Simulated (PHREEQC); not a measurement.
Solution (20 °C): 140 mmol/kgw HF and 0.2 mmol/kgw NaCl. It is in equilibrium with CO2 at log p = -3.5 (atm). Otherwise closed; pH follows from the charge balance.

Model: ion-association model, phreeqc.dat, run in PHREEQC.

Precipitation was switched off in this run.

### Question
What pH, ionic strength does the model give?

### Answer
pH 1.94; ionic strength 0.0129 mol/kgw.

### Question
In which forms is F present?

### Answer
HF 88 %, F- 6.3 %, HF2- 5.7 % of the F.
